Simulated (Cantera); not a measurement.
Input (Python, Cantera):

```python
import numpy as np
import cantera as ct

gas = ct.Solution("gri30.yaml")
gas.TPX = 1950, 66000, {'CH4': 1, 'N2': 8.2, 'H2O': 0.076}
inlet = ct.Reservoir(gas, clone=True)

reactor = ct.IdealGasConstPressureReactor(gas, energy="off", clone=False)
exhaust = ct.Reservoir(gas, clone=True)
tau = [2.6, 1.3, 0.67, 0.34, 0.17, 0.087, 0.044, 0.022, 0.011, 0.0058, 0.0029][0]
for a, b in ((inlet, reactor), (reactor, exhaust)):
    ct.MassFlowController(a, b, mdot=lambda t: reactor.mass / tau)
net = ct.ReactorNet([reactor])
show = ['CH4', 'HCN', 'CH3', 'H2', 'C2H']

rows = []
print(f"{'tau/s':>10s}{'T/K':>9s}" + "".join(f"{s:>11s}" for s in show))
for tau in [2.6, 1.3, 0.67, 0.34, 0.17, 0.087, 0.044, 0.022, 0.011, 0.0058, 0.0029]:
    net.initial_time = 0.0
    net.advance(30 * tau)
    before = gas.X
    net.advance(40 * tau)
    drift = np.max(np.abs(gas.X - before) / (gas.X + 1e-9))
    rows.append([gas.T, *gas[show].X, drift])
    print(f"{tau:10.3e}{gas.T:9.1f}" + "".join(f"{x:11.3e}" for x in gas[show].X))
```

Result:

```
     tau/s      T/K        CH4        HCN        CH3         H2        C2H
 2.600e+00   1950.0  9.623e-04  8.465e-04  6.814e-05  1.540e-01  2.457e-06
 1.300e+00   1950.0  1.355e-03  5.868e-04  9.543e-05  1.532e-01  2.447e-06
 6.700e-01   1950.0  1.886e-03  4.080e-04  1.320e-04  1.521e-01  2.432e-06
 3.400e-01   1950.0  2.652e-03  2.770e-04  1.839e-04  1.504e-01  2.410e-06
 1.700e-01   1950.0  3.763e-03  1.830e-04  2.577e-04  1.478e-01  2.380e-06
 8.700e-02   1950.0  5.286e-03  1.199e-04  3.560e-04  1.443e-01  2.339e-06
 4.400e-02   1950.0  7.489e-03  7.624e-05  4.930e-04  1.396e-01  2.275e-06
 2.200e-02   1950.0  1.071e-02  4.697e-05  6.839e-04  1.334e-01  2.172e-06
 1.100e-02   1950.0  1.532e-02  2.823e-05  9.425e-04  1.256e-01  2.020e-06
 5.800e-03   1950.0  2.123e-02  1.713e-05  1.255e-03  1.164e-01  1.836e-06
 2.900e-03   1950.0  2.983e-02  9.519e-06  1.682e-03  1.036e-01  1.587e-06
```

Model: GRI-Mech 3.0 (53 species, 325 reactions), integrated in Cantera. GRI-Mech 3.0 stops at C3 and has no aromatics, soot or wall deposition, so with more carbon than oxygen in the feed, carbon stays in small species such as C2H2 where larger ones or solid carbon would form.
